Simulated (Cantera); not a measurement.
Charge: 1 mol Fe2O3, 0.47 mol H2S, 6.7 mol N2, 0.068 mol SO3, held at 1330 Pa.

Equilibrium computed with Cantera from the NASA thermochemical tables; the gas is ideal and each condensed phase is pure. Candidate condensed phases: Fe, FeO, Fe(OH)2, Fe(OH)3, FeS, FeSO4, FeS2, Fe2O3, Fe2(SO4)3, Fe3O4, H2O, H2SO4, S; 38 gas species. Mutual solubility and eutectic melting of coexisting phases are not modelled. The tables' stoichiometric FeO is somewhat more stable than real wüstite, so its field is too wide. FeO, FeS: taken at fixed stoichiometry. Gases not in the tables: S3 to S7. The numbers say what is thermodynamically allowed, not how fast it happens.

Task: Which condensed phases are stable at each of these points (T (K)): 1148, 1173, 1198, 1223, 1248, 1273, 1298, 1323, 1348, 1373?

Result: 
```tsv
T (K)	condensed phases	Fe condensed (%)
1148	FeS(s) + Fe3O4(s)	100.0
1173	FeO(s) + FeS(s) + Fe3O4(s)	100.0
1198	FeO(s)	100.0
1223	FeO(s)	100.0
1248	FeO(s)	100.0
1273	FeO(s)	100.0
1298	FeO(s)	100.0
1323	FeO(s)	100.0
1348	FeO(s)	100.0
1373	FeO(s)	100.0
```

At 1148 K the condensed part is FeS(s) + Fe3O4(s). At 1173 K the condensed part is FeO(s) + FeS(s) + Fe3O4(s). From 1198 K to 1373 K the condensed part is FeO(s).
